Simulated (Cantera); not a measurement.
Charge: 1 mol NH3, 0.046 mol H2O, at 3098 K and 0.100 bar.

These are equilibrium values from Cantera (NASA tables, ideal gas, pure condensed phases), not measurements of a reactor. Rates play no part.

| species | before | after |
|---|---|---|
| H | 0.411 | 0.295 |
| H2O | 0.0106 | 0.213 |
| H2 | 0.378 | 0.195 |
| N2 | 0.193 | 0.0251 |
| O2 | 2.97e-5 | 0.0458 |
| O | 0.00270 | 0.106 |
| OH | 0.00410 | 0.116 |
| HO2 | 1.20e-8 | 1.32e-5 |
| NO | 0.000315 | 0.00447 |
| N | 3.57e-5 | 1.29e-5 |
Gas species are given as mole fractions.

Name the change that produced these shifts.
A) temperature from 3098 K to 3023 K
B) temperature from 3098 K to 975 K
C) H2O from 0.046 to 9.7 mol
D) H2O from 0.046 to 0.087 mol

C, H2O from 0.046 to 9.7 mol
